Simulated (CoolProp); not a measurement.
Vapour-liquid equilibrium of R13 (1) + R11 (2) at 240.9 K; x and y are mole fractions of (1).

Computed with CoolProp (multi-fluid Helmholtz-energy mixture model, Platzer 1990 and Jacobsen 1992; pair parameters Bell 2016). This equation is an older, rougher fit; its heat capacities, sound speeds and derivatives of the liquid may be far off and weren't checked against measurements.

Problem. Give the bubble pressure and the first vapour's composition at x = 0.05, 0.2, 0.35. Is there an azeotrope?

Solution. x = 0.05: 0.07378 MPa, y = 0.892; x = 0.2: 0.2394 MPa, y = 0.969; x = 0.35: 0.3653 MPa, y = 0.981. No azeotrope shows between x = 0.05 and 0.95.

The pair parameters rest on a limited set of measurements; away from them the model extrapolates. The gap from Raoult's law changes sign with composition, which may be real or a fault of the pair parameters; it wasn't checked against measurements. With so large a gap from Raoult's law the liquid may split in two, which this calculation doesn't test in full.
